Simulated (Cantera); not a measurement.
Charge: 1 mol C₆H₆, 0.093 mol CO₂, 8.4 mol N₂, at 2.60 bar.

Method: chemical equilibrium by Gibbs-energy minimisation in Cantera with the NASA 1993 tables (ideal gas, pure condensed phases). Candidate condensed phases: C, C₆H₆, C₇H₈, C₈H₁₈, H₂O; 136 gas species. Kinetics and transport are ignored.

x: gas mole fraction; n: condensed amount in mol.

```tsv
T (K)	x N₂	x H₂	x CH₄	x H₂O	x CO	x HCN	n C(graphite)
648	0.823	0.0407	0.118	0.0174	5.95e-5	1.52e-10	4.89
848	0.768	___	___	___	___	___	5.53
1048	0.733	0.242	___	___	___	___	5.83
1248	0.726	0.255	0.00189	0.000163	0.0159	5.35e-5	5.89
1448	0.725	0.258	0.000576	2.72e-5	0.0160	0.000313	5.90
1648	0.725	0.258	0.000232	7.01e-6	0.0161	0.00118	5.89
1848	0.723	0.257	0.000113	2.42e-6	0.0161	0.00332	5.86
```

Question: Fill in the missing entries.

Answer: 
- 1048, x CH₄: 0.00890
- 1048, x H₂O: 0.00168
- 1048, x CO: 0.0143
- 1048, x HCN: 4.55e-6
- 848, x H₂: 0.168
- 848, x CH₄: 0.0471
- 848, x H₂O: 0.0118
- 848, x CO: 0.00365
- 848, x HCN: 1.05e-7
